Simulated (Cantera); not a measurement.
Input: 1 mol SiH2Cl2, 3.5 mol H2, at 0.130 bar.

Equilibrium computed with Cantera from the NASA thermochemical tables; the gas is ideal and each condensed phase is pure. Candidate condensed phases: Si; 19 gas species. The tables' values for SiCl, SiCl3 are old estimates; treat these amounts as uncertain. Gases not in the tables: Si2H6 and higher silanes. Equilibrium is a limit: real reactors are often held back by kinetics, nucleation or transport.

x: gas mole fraction; n: condensed amount in mol.

```csv
T (°C),x H2,x HCl,x SiCl2,x H,x Si,n Si(l)
1750,0.728,0.170,0.0930,0.00450,…,0.471
1800,0.725,0.173,0.0913,0.00621,…,0.476
1850,0.720,0.176,0.0895,0.00845,…,0.480
1900,0.715,0.178,0.0876,0.0113,…,0.480
1950,0.709,0.179,0.0856,0.0150,…,0.477
2000,0.702,0.180,0.0833,0.0195,…,0.468
2050,0.693,0.181,0.0808,0.0251,…,0.451
```

**Question.** Complete the blanks.

**Answer.** 
- 1750, x Si: 0.000438
- 1800, x Si: 0.000767
- 1850, x Si: 0.00131
- 1900, x Si: 0.00218
- 1950, x Si: 0.00354
- 2000, x Si: 0.00563
- 2050, x Si: 0.00877
